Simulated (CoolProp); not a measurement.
Model: reference Helmholtz-energy equation of state, Thol 2016, in CoolProp.

Problem. Give the vapour pressure (MPa), liquid density (kg/m³), vapour viscosity (µPa s) of saturated R1234ze(E) at 309.4, 319.8, 361.3 K.

Solution. 
```json
[
 {"T (K)": "309.4", "p (MPa)": "0.691", "liquid density (kg/m³)": "1120", "vapour viscosity (µPa s)": "13.0"},
 {"T (K)": "319.8", "p (MPa)": "0.915", "liquid density (kg/m³)": "1090", "vapour viscosity (µPa s)": "13.5"},
 {"T (K)": "361.3", "p (MPa)": "2.38", "liquid density (kg/m³)": "881", "vapour viscosity (µPa s)": "17.2"}
]
```

Viscosity comes from a separate model (Bell 2016), an estimate that may be off by 10 % or more.
